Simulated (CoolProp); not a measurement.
R236EA along the isotherm 412 K: density (kg/m³) from the reference equation and from simpler models built on Tc = 412.4 K, pc = 3414 kPa, ω = 0.368; each cubic takes its own stable root.

The numbers come from the reference Helmholtz-energy equation of state, Rui 2013 in CoolProp.

```
p (kPa)   phase  reference
-------  ------  ---------
394         gas      18.23
788         gas      38.19
1180        gas      60.23
1580        gas      85.70
1970        gas      114.6
2360        gas      149.8
2760        gas      197.6
3150        gas      274.0
3540     liquid      798.0
3940     liquid      866.8
4330     liquid      902.0
4730     liquid      927.9
5120     liquid      947.8
```

**Question.** How far does each simpler model (van der Waals, Soave-Redlich-Kwong, Peng-Robinson) lie from the reference over these 13 states: mean and median of the absolute difference, and the worst?

**Answer.** 
- van der Waals: mean 15.0 %, median 6.9 %, worst -34.7 % at 412 K and 3540 kPa
- Soave-Redlich-Kwong: mean 7.9 %, median 1.6 %, worst -23.2 % at 412 K and 3540 kPa
- Peng-Robinson: mean 5.2 %, median 2.5 %, worst -15.6 % at 412 K and 3540 kPa
